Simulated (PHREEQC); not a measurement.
## Metal-bearing waste water (model solution)

Make-up at 25 °C: 0.037 mol/kgw ZnSO4 and 0.0054 mol/kgw FeCl2. Closed to the air; pH follows from the charge balance.

The numbers come from PHREEQC with the ion-association model, phreeqc.dat.

```json
{
 "pH": "5.58",
 "ionic_strength": "0.0966 mol/kgw",
 "density": "1.004 g/cm³"
}
```

```csv
species,molality,activity,log γ
Zn+2,0.0217,0.00827,-0.420
SO4-2,0.0182,0.00688,-0.424
ZnSO4,0.0130,0.0133,0.010
Cl-,0.0105,0.00811,-0.114
Fe+2,0.00363,0.00147,-0.393
Zn(SO4)2-2,0.00198,0.000745,-0.425
FeSO4,0.00175,0.00179,0.010
ZnCl+,0.000234,0.000180,-0.113
FeCl+,2.10e-5,1.64e-5,-0.106
ZnOH+,4.39e-6,3.44e-6,-0.106
H+,3.18e-6,2.63e-6,-0.083
HSO4-,2.25e-6,1.76e-6,-0.106
ZnCl2,1.50e-6,1.53e-6,0.010
```

No solid was allowed to form. Species that the database lacks are ignored.
